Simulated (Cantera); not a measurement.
Feed: 1 mol CH3Cl, 0.31 mol H2, at 925 °C and 10.0 Torr.

Method: chemical equilibrium by Gibbs-energy minimisation in Cantera with the NASA 1993 tables (ideal gas, pure condensed phases). Candidate condensed phases: C, C6H6, C7H8, C8H18; 91 gas species. Equilibrium is a limit: real reactors are often held back by kinetics, nucleation or transport.

Task: What is the equilibrium state?

Result: 
```
Item               Result
--------------  ---------
x(H2)               0.567
x(HCl)              0.433
x(CH4)            6.87e-5
x(H)              1.24e-6
n(C(graphite))  1.000 mol
gas amount      2.310 mol
```
